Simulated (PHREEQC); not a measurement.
Dissolve 0.0016 mol HF and 0.0036 mol KF per kg of water at 25 °C. Closed to the air; pH follows from the charge balance.

Model: ion-association model, phreeqc.dat, run in PHREEQC.

```csv
quantity,before,after
pH,3.61,4.59
ionic strength (mol/kgw),0.00386,0.00363
F- (mol/kgw),0.00384,0.00363
HF2- (mol/kgw),1.94e-5,1.82e-6
```

Q: What was changed between the two runs?
(A) diluted 10-fold with water
(B) 0.0029 mol/kgw NaNO3 added
(C) HF from 0.0016 to 0.00016 mol/kgw
(D) HF from 0.0016 to 0.0032 mol/kgw

A: C, HF from 0.0016 to 0.00016 mol/kgw

Precipitation was switched off in this run.
